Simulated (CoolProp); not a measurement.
Values from CoolProp's reference Helmholtz-energy equation of state, Lemmon 2006. It is a short technical equation, of lower accuracy than the large ones.

Give the vapour pressure (bar), liquid density (kg/m³), enthalpy of vaporisation (kJ/kg), liquid cp (kJ/(kg K)) of saturated carbon monoxide at 107.8 K.


```csv
T (K),p (bar),liquid density (kg/m³),enthalpy of vaporisation (kJ/kg),liquid cp (kJ/(kg K))
107.8,9.30,661,167,2.48
```
